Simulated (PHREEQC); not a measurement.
Dissolve 0.22 mol/kgw FeSO4, 0.00029 mol/kgw H3AsO4, 3.2e-05 mol/kgw NaF and 0.011 mol/kgw NaCl at 28 °C. Closed to the air; pH follows from the charge balance.

Model: ion-association model, wateq4f.dat, run in PHREEQC.

Task: The ionic strength comes out as 0.447 mol/kgw. What activity coefficients do FeHSO4+, H+, NaSO4-, HAsO4-2, SO4-2 get?

Result: FeHSO4+ 0.73, H+ 0.77, NaSO4- 0.70, HAsO4-2 0.28, SO4-2 0.21.

Precipitation was switched off in this run. Complexes and solids missing from the database can't appear. Fluoro complexes past AlF4- and FeF3 are missing from the database.
